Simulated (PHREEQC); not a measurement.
Solution (20 °C): 0.14 mol HCl, 3e-05 mol FeSO4 and 0.0043 mol MgSO4 per kg of water. It is in equilibrium with CO2 at log p = -3.4 (atm). Otherwise closed; pH follows from the charge balance.

Computed with PHREEQC (Pitzer model, pitzer.dat).

Task: The ionic strength comes out as 0.151 mol/kgw. What activity coefficients do Cl-, Fe+2, Mg+2, SO4-2, H+ get?

Result: Cl- 0.74, Fe+2 0.35, Mg+2 0.37, SO4-2 0.20, H+ 0.82. Single-ion values are on the MacInnes scale.

No solid was allowed to form. Species that the database lacks are ignored.
